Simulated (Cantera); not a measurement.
A perfectly stirred reactor is fed with CH4 : H2O = 1 : 1.3 (molar parts), at 10.0 bar; it is held at 1775 K, and followed from long to short residence time.

Computed with Cantera and GRI-Mech 3.0 (53 species, 325 reactions).

x: mole fraction; the columns are a selection and need not sum to one.

```json
[
 {"τ (s)": "2.0", "x CH4": "0.0302", "x H2O": "0.111", "x H2": "0.646", "x CO2": "0.00906", "x C2H4": "0.00112", "x C2H6": "1.14e-5", "x C2H2": "0.00625"},
 {"τ (s)": "0.61", "x CH4": "0.0447", "x H2O": "0.149", "x H2": "0.607", "x CO2": "0.0112", "x C2H4": "0.00262", "x C2H6": "2.59e-5", "x C2H2": "0.0155"},
 {"τ (s)": "0.18", "x CH4": "?", "x H2O": "?", "x H2": "?", "x CO2": "0.0130", "x C2H4": "?", "x C2H6": "?", "x C2H2": "?"},
 {"τ (s)": "0.054", "x CH4": "0.0764", "x H2O": "0.276", "x H2": "0.487", "x CO2": "0.0126", "x C2H4": "0.00747", "x C2H6": "7.96e-5", "x C2H2": "0.0538"},
 {"τ (s)": "0.016", "x CH4": "0.100", "x H2O": "0.352", "x H2": "0.410", "x CO2": "0.00897", "x C2H4": "0.00898", "x C2H6": "0.000135", "x C2H2": "0.0733"},
 {"τ (s)": "0.0048", "x CH4": "0.144", "x H2O": "0.418", "x H2": "0.327", "x CO2": "0.00403", "x C2H4": "0.00884", "x C2H6": "0.000280", "x C2H2": "0.0782"},
 {"τ (s)": "0.0014", "x CH4": "?", "x H2O": "?", "x H2": "?", "x CO2": "?", "x C2H4": "0.00848", "x C2H6": "?", "x C2H2": "?"},
 {"τ (s)": "0.00042", "x CH4": "0.296", "x H2O": "0.512", "x H2": "0.140", "x CO2": "0.000145", "x C2H4": "0.00977", "x C2H6": "0.00156", "x C2H2": "0.0369"}
]
```

Question: Some entries are withheld; supply them.

Answer: 
- 0.18, x CH4: 0.0602
- 0.18, x H2O: 0.205
- 0.18, x H2: 0.553
- 0.18, x C2H4: 0.00497
- 0.18, x C2H6: 4.88e-5
- 0.18, x C2H2: 0.0320
- 0.0014, x CH4: 0.214
- 0.0014, x H2O: 0.470
- 0.0014, x H2: 0.234
- 0.0014, x CO2: 0.000976
- 0.0014, x C2H6: 0.000690
- 0.0014, x C2H2: 0.0635
